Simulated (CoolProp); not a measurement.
Vapour pressure (bar) of R141b: the reference equation beside estimates from Tc = 477.5 K, pc = 42.12 bar, ω = 0.220. Clausius-Clapeyron is anchored at 233 K with a constant enthalpy of vaporisation of 29.91 kJ/mol.

Model: reference Helmholtz-energy equation of state, Lemmon 2006, in CoolProp. It is a short technical equation, of lower accuracy than the large ones.

```
T (K)  reference  Clausius-Clapeyron  van der Waals  Soave-Redlich-Kwong
-----  ---------  ------------------  -------------  -------------------
226.2    0.01925             0.01933         0.8045              0.01981
228.5    0.02263             0.02269         0.8642              0.02324
230.8    0.02652             0.02654         0.9272              0.02715
233      0.03075             0.03075         0.9904              0.03141
235.3    0.03577             0.03576          1.060              0.03646
237.6    0.04146             0.04146          1.133              0.04218
239.9    0.04790             0.04794          1.209              0.04864
242.2    0.05515             0.05527          1.289              0.05592
244.5    0.06331             0.06356          1.373              0.06408
246.8    0.07246             0.07290          1.460              0.07323
249.1    0.08267             0.08340          1.552              0.08344
251.3    0.09354             0.09464          1.643              0.09430
```

Absolute difference from the reference over all 12 rows, mean and median: Clausius-Clapeyron 0.3 and 0.2 %, van der Waals 2657.5 and 2528.4 %, Soave-Redlich-Kwong 1.7 and 1.6 %.
